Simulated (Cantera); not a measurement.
**Adiabatic ignition**

An adiabatic, constant-volume homogeneous reactor starts with 9.44 % CH4, 0.321 % C2H6, 0.359 % C3H8, 13.6 % O2, 76.3 % N2, equivalence ratio 1.6, at 1050 K and 1.00 bar.

Cantera simulation using GRI-Mech 3.0 (53 species, 325 reactions); the numbers are that mechanism's predictions, not measurements.

| t (s) | T (K) | P (bar) | x CH4 | x C2H6 | x C3H8 | x HCO | x N2O |
|---|---|---|---|---|---|---|---|
| 8.00e-6 | 1050 | 1.00 | 0.0944 | 0.00321 | 0.00359 | <1e-12 | <1e-12 |
| 1.83e-5 | 1050 | 1.00 | 0.0944 | 0.00321 | 0.00359 | <1e-12 | <1e-12 |
| 4.20e-5 | 1050 | 1.00 | 0.0944 | 0.00321 | 0.00359 | <1e-12 | <1e-12 |
| 9.61e-5 | 1050 | 1.00 | 0.0944 | 0.00321 | 0.00359 | <1e-12 | <1e-12 |
| 0.000220 | 1050 | 1.00 | 0.0944 | 0.00321 | 0.00359 | <1e-12 | <1e-12 |
| 0.000504 | 1050 | 1.000 | 0.0944 | 0.00321 | 0.00359 | <1e-12 | <1e-12 |
| 0.00115 | 1050 | 1.000 | 0.0944 | 0.00321 | 0.00359 | <1e-12 | <1e-12 |
| 0.00264 | 1050 | 1.000 | 0.0944 | 0.00321 | 0.00359 | <1e-12 | <1e-12 |
| 0.00605 | 1050 | 1.00 | 0.0944 | 0.00321 | 0.00359 | <1e-12 | 1.89e-12 |
| 0.0139 | 1050 | 1.00 | 0.0944 | 0.00320 | 0.00358 | 2.99e-12 | 7.58e-12 |
| 0.0317 | 1050 | 1.00 | 0.0943 | 0.00319 | 0.00356 | 1.22e-11 | 2.32e-11 |
| 0.0727 | 1052 | 1.00 | 0.0942 | 0.00316 | 0.00349 | 4.95e-11 | 7.00e-11 |
| 0.167 | 1062 | 1.01 | 0.0930 | 0.00306 | 0.00315 | 6.05e-10 | 3.08e-10 |
| 0.381 | 2428 | 2.52 | 6.21e-12 | <1e-12 | <1e-12 | 9.67e-8 | 1.58e-8 |
| 0.873 | 2428 | 2.52 | 6.21e-12 | <1e-12 | <1e-12 | 9.67e-8 | 1.58e-8 |
| 2.00 | 2428 | 2.52 | 6.21e-12 | <1e-12 | <1e-12 | 9.67e-8 | 1.58e-8 |
x: mole fraction; the columns are a selection and need not sum to one.

- time of steepest temperature rise: 0.222 s
- temperature at 2.00 s: 2428 K
- equilibrium temperature: 2428 K
- x(CH4) at 2.00 s: 6.21e-12 (gas-phase equilibrium 7.01e-12)
- x(C2H6) at 2.00 s: <1e-12 (gas-phase equilibrium <1e-12)
- x(C3H8) at 2.00 s: <1e-12 (gas-phase equilibrium <1e-12)
